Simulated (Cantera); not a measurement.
Hydrogen reduction and annealing atmospheres: CuO + H2 + N2

Input: 1 mol CuO, 18 mol H2, 0.9 mol N2, at 1750 K.

Equilibrium computed with Cantera from the NASA thermochemical tables; the gas is ideal and each condensed phase is pure. Candidate condensed phases: Cu, CuO, Cu(OH)2, Cu2O, H2O; 27 gas species. Kinetics and transport are ignored.

From 10.0 Pa to 270 Pa nothing is condensed. From 1400 Pa to 1000000 Pa the condensed part is Cu(l). The main Cu-bearing gas is Cu throughout.

```json
[
 {"P (Pa)": "10", "x H2": "0.835", "x H2O": "0.0496", "x Cu": "0.0497", "x N2": "0.0447", "x H": "0.0212", "x OH": "7.41e-5", "n Cu(l)": "0"},
 {"P (Pa)": "52", "x H2": "0.846", "x H2O": "0.0500", "x Cu": "0.0500", "x N2": "0.0450", "x H": "0.00938", "x OH": "3.25e-5", "n Cu(l)": "0"},
 {"P (Pa)": "270", "x H2": "0.850", "x H2O": "0.0501", "x Cu": "0.0501", "x N2": "0.0451", "x H": "0.00413", "x OH": "1.43e-5", "n Cu(l)": "0"},
 {"P (Pa)": "1400", "x H2": "0.879", "x H2O": "0.0517", "x Cu": "0.0213", "x N2": "0.0466", "x H": "0.00184", "x OH": "6.36e-6", "n Cu(l)": "0.586"},
 {"P (Pa)": "7200", "x H2": "0.895", "x H2O": "0.0527", "x Cu": "0.00415", "x N2": "0.0474", "x H": "0.000820", "x OH": "2.83e-6", "n Cu(l)": "0.921"},
 {"P (Pa)": "37000", "x H2": "0.898", "x H2O": "0.0529", "x Cu": "0.000807", "x N2": "0.0476", "x H": "0.000362", "x OH": "1.25e-6", "n Cu(l)": "0.985"},
 {"P (Pa)": "190000", "x H2": "0.899", "x H2O": "0.0529", "x Cu": "0.000157", "x N2": "0.0476", "x H": "0.000160", "x OH": "5.52e-7", "n Cu(l)": "0.997"},
 {"P (Pa)": "1000000", "x H2": "0.899", "x H2O": "0.0529", "x Cu": "2.99e-5", "x N2": "0.0476", "x H": "6.97e-5", "x OH": "2.41e-7", "n Cu(l)": "0.999"}
]
```
x: gas mole fraction; n: condensed amount in mol.
